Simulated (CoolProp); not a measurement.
Vapour-liquid equilibrium of R114 (1) + n-heptane (2) at 0.156 MPa; x and y are mole fractions of (1).

The numbers come from the multi-fluid Helmholtz-energy mixture model, Platzer 1990 and Span 2003; pair parameters Bell 2016 in CoolProp. This equation is an older, rougher fit; its heat capacities, sound speeds and derivatives of the liquid may be far off and weren't checked against measurements.

```tsv
x	bubble temperature (°C)	y at the bubble point	dew temperature at overall composition x (°C)	liquid density (mol/L)
0.05	92.2	0.470	111.9	6.242
0.15	63.5	0.813	107.9	6.639
0.25	47.8	0.908	103.5	6.930
0.35	38.6	0.944	98.7	7.173
0.45	32.6	0.962	93.3	7.396
0.55	28.3	0.972	87.2	7.611
0.65	25.0	0.980	79.9	7.828
0.75	22.2	0.986	70.8	8.052
0.85	19.6	0.991	58.3	8.288
0.95	16.9	0.997	36.6	8.543
```

No azeotrope shows between x = 0.05 and 0.95.

The pair parameters rest on a limited set of measurements; away from them the model extrapolates.
